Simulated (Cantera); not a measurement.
An isothermal, constant-pressure homogeneous reactor starts with 10.3 % H2, 9.35 % O2, 80.4 % N2, at 950 K and 13300 Pa.

Cantera simulation using GRI-Mech 3.0 (53 species, 325 reactions); the numbers are that mechanism's predictions, not measurements. Radical loss at walls, strong at low pressure, is not modelled. The temperature is held fixed by assumption; the heat of reaction is taken as removed at once.

One state of this run: x H2 = 0.000844; x O2 = 0.0447; x H2O2 = 6.32e-7; x NO2 = 1.98e-9; x N2O = 7.90e-9; x HO2 = 6.03e-6; x OH = 8.34e-5. x: mole fraction; the columns are a selection and need not sum to one.

Which value of t (s) does it belong to?
A) 0.0112
B) 2.00
C) 0.0632
D) 0.356

A, 0.0112
